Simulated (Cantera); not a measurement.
Input: 1 mol BCl3, 0.9 mol NH3, 18 mol H2, 0.79 mol O2, held at 975 K and 10.0 mbar.

Cantera equilibrium calculation (NASA polynomials, part measured and part estimated; ideal gas, pure solids and liquids). Rates play no part.

```csv
species,before,after
H2,0.834,0.853
HCl,0.141,0.143
N2,0.0211,0.00294
H2O,0.00375,0.000258
"B2O3(l), mol",0.500,0.112
"BN(s), mol",0,0.777
```
Gas species are given as mole fractions.

What was changed between the two runs?
(A) temperature from 975 K to 1948.15 K
(B) O2 from 0.79 to 0.17 mol
(C) temperature from 975 K to 2375 K
(D) temperature from 975 K to 1350 K

B, O2 from 0.79 to 0.17 mol
